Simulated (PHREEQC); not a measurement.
CaCl2 is added in steps, without added water, to 1 kg of water holding 11 mmol/kgw NaHCO3, 7.2 mmol/kgw Na2SO4 and 0.047 mmol/kgw KCl, at 25 °C. Oxygen alone is held at its pressure in air (log pO2 = -0.68). CO2 from the air is kept out. Solids allowed: Calcite, Anhydrite, Halite, Sylvite. Others were left out.

Base run: PHREEQC, ion-association model, phreeqc.dat. Each further column changes one thing. The table gives pH.

```tsv
CaCl2 added (mol)	base	Debye-Hückel limiting law	metal-ligand complexes left out	all activity coefficients set to 1	database pitzer.dat
0	8.15	8.12	8.20	8.26	8.18
0.003906	7.03	7.08	6.96	6.97	7.02
0.008594	6.74	6.81	6.68	6.63	6.71
0.0125	6.61	6.70	6.56	6.47	6.58
0.01641	6.53	6.64	6.48	6.37	6.50
0.02109	6.46	6.59	6.41	6.27	6.43
0.025	6.41	6.56	6.37	6.21	6.38
```

 pitzer.dat has no redox and few complexes: it carries them in its interaction parameters. Solids allowed in the column 'database pitzer.dat': Arcanite, Calcite, Burkeite, Gaylussite, Glaserite, Glauberite, Gypsum, Anhydrite, Halite, Kalicinite, Mirabilite, Misenite, Nahcolite, Natron, Pirssonite, Portlandite, Sylvite, Syngenite, Thenardite, Trona.
